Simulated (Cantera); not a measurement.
## NaCl + H2 + HF (halide evaporation, hydrolysis and transport)

Input: 1 mol NaCl, 0.64 mol H2, 1.3 mol HF, at 0.120 Pa.

Method: chemical equilibrium by Gibbs-energy minimisation in Cantera with the NASA 1993 tables (ideal gas, pure condensed phases). Candidate condensed phases: Na, NaCl, NaF; 23 gas species. Kinetics and transport are ignored.

```json
[
 {"T (°C)": "625", "x HF": "0.444", "x NaCl": "0.317", "x H": "4.69e-8", "x H2": "0.220", "x Na": "2.86e-5", "x Cl": "8.28e-10", "x HCl": "0.00398", "x Na2Cl2": "0.0116"},
 {"T (°C)": "725", "x HF": "0.437", "x NaCl": "0.333", "x H": "9.16e-7", "x H2": "0.218", "x Na": "0.000292", "x Cl": "2.21e-8", "x HCl": "0.00563", "x Na2Cl2": "0.000891"},
 {"T (°C)": "825", "x HF": "0.435", "x NaCl": "0.331", "x H": "1.05e-5", "x H2": "0.217", "x Na": "0.00158", "x Cl": "3.82e-7", "x HCl": "0.00879", "x Na2Cl2": "0.000100"},
 {"T (°C)": "925", "x HF": "0.432", "x NaCl": "0.325", "x H": "8.03e-5", "x H2": "0.214", "x Na": "0.00575", "x Cl": "4.60e-6", "x HCl": "0.0141", "x Na2Cl2": "1.59e-5"},
 {"T (°C)": "1025", "x HF": "0.430", "x NaCl": "0.314", "x H": "0.000446", "x H2": "0.208", "x Na": "0.0150", "x Cl": "4.24e-5", "x HCl": "0.0234", "x Na2Cl2": "3.26e-6"},
 {"T (°C)": "1125", "x HF": "0.427", "x NaCl": "0.296", "x H": "0.00192", "x H2": "0.198", "x Na": "0.0308", "x Cl": "0.000306", "x HCl": "0.0383", "x Na2Cl2": "7.90e-7"},
 {"T (°C)": "1225", "x HF": "0.422", "x NaCl": "0.269", "x H": "0.00669", "x H2": "0.182", "x Na": "0.0536", "x Cl": "0.00174", "x HCl": "0.0588", "x Na2Cl2": "2.13e-7"},
 {"T (°C)": "1325", "x HF": "0.412", "x NaCl": "0.232", "x H": "0.0193", "x H2": "0.158", "x Na": "0.0833", "x Cl": "0.00787", "x HCl": "0.0814", "x Na2Cl2": "5.95e-8"},
 {"T (°C)": "1425", "x HF": "0.394", "x NaCl": "0.183", "x H": "0.0471", "x H2": "0.128", "x Na": "0.119", "x Cl": "0.0277", "x HCl": "0.0963", "x Na2Cl2": "1.57e-8"},
 {"T (°C)": "1525", "x HF": "0.365", "x NaCl": "0.123", "x H": "0.0971", "x H2": "0.0913", "x Na": "0.157", "x Cl": "0.0726", "x HCl": "0.0892", "x Na2Cl2": "3.29e-9"},
 {"T (°C)": "1625", "x HF": "0.329", "x NaCl": "0.0631", "x H": "0.166", "x H2": "0.0542", "x Na": "0.189", "x Cl": "0.135", "x HCl": "0.0584", "x Na2Cl2": "4.41e-10"},
 {"T (°C)": "1725", "x HF": "0.300", "x NaCl": "0.0247", "x H": "0.230", "x H2": "0.0247", "x Na": "0.206", "x Cl": "0.184", "x HCl": "0.0264", "x Na2Cl2": "3.68e-11"},
 {"T (°C)": "1825", "x HF": "0.280", "x NaCl": "0.00849", "x H": "0.268", "x H2": "0.00908", "x Na": "0.210", "x Cl": "0.205", "x HCl": "0.00946", "x Na2Cl2": "2.50e-12"}
]
```
x: gas mole fraction; nothing condenses.

From 625 °C to 1825 °C nothing is condensed. The main Na-bearing gas is NaCl at 625 °C and Na at 1825 °C.
